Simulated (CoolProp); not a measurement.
Tetradecamethylhexasiloxane (MD4M) along the isotherm 189.25 °C: Z from the reference equation and from simpler models built on Tc = 380.0 °C, pc = 0.8286 MPa, ω = 0.800; each cubic takes its own stable root.

Computed with CoolProp (reference Helmholtz-energy equation of state, Thol 2019).

```tsv
p (MPa)	phase	reference
0.0414	liquid	0.006847
0.0829	liquid	0.01371
0.124	liquid	0.02050
0.166	liquid	0.02744
0.207	liquid	0.03420
0.249	liquid	0.04113
0.29	liquid	0.04789
0.331	liquid	0.05465
0.373	liquid	0.06157
0.414	liquid	0.06832
```

Problem. How far does each simpler model (van der Waals, Redlich-Kwong, Soave-Redlich-Kwong) lie from the reference over these 10 states: mean and median of the absolute difference, and the worst?

Solution. 
- van der Waals: mean 2837.4 %, median 81.5 %, worst +14004.0 % at 189.25 °C and 0.0414 MPa
- Redlich-Kwong: mean 1405.5 %, median 25.2 %, worst +13828.7 % at 189.25 °C and 0.0414 MPa
- Soave-Redlich-Kwong: mean 12.1 %, median 12.1 %, worst +12.2 % at 189.25 °C and 0.0414 MPa

At some of these states van der Waals, Redlich-Kwong gives the other phase, because its saturation line lies elsewhere.
